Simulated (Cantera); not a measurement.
# Tantalum, niobium, vanadium and zirconium in process gases: Ta(OEt)₅ + CO₂

Charge: 1 mol Ta(OEt)₅, a varied amount of CO₂, at 1.00 bar.

Equilibrium computed with Cantera from the NASA thermochemical tables; the gas is ideal and each condensed phase is pure. Candidate condensed phases: C, C₆H₆, C₇H₈, C₈H₁₈, H₂O, Ta, TaC, Ta₂O₅; 113 gas species. The feed counts by its element totals alone. Mutual solubility and eutectic melting of coexisting phases are not modelled. TaC: taken at fixed stoichiometry. Condensed phases not in the tables: Ta₂C. The numbers say what is thermodynamically allowed, not how fast it happens.

Question: Map the stable condensed phases over T = 702, 777, 852, 927, 1002, 1077, 1152, 1227, 1302, 1377 °C and n(CO₂) in mol = 0.23, 0.35, 0.54, 0.81, 1.2, 1.9, 2.8, 4.3, 6.5, 9.8.

Answer: 
```
T in °C \ n(CO₂) in mol
         0.23 0.35 0.54 0.81  1.2  1.9  2.8  4.3  6.5  9.8
   1377     A    A    A    A    A    A    A    B    B    C
   1302     A    A    A    A    A    A    A    B    B    C
   1227     A    A    A    A    A    A    A    B    B    C
   1152     A    A    A    A    A    A    A    B    B    C
   1077     A    A    A    A    A    A    A    B    B    C
   1002     D    D    D    D    D    D    D    D    D    C
    927     D    D    D    D    D    D    D    D    D    C
    852     D    D    D    D    D    D    D    D    D    C
    777     D    D    D    D    D    D    D    D    D    D
    702     D    D    D    D    D    D    D    D    D    D
```
A: C + TaC; B: TaC + Ta₂O₅; C: Ta₂O₅; D: C + Ta₂O₅.
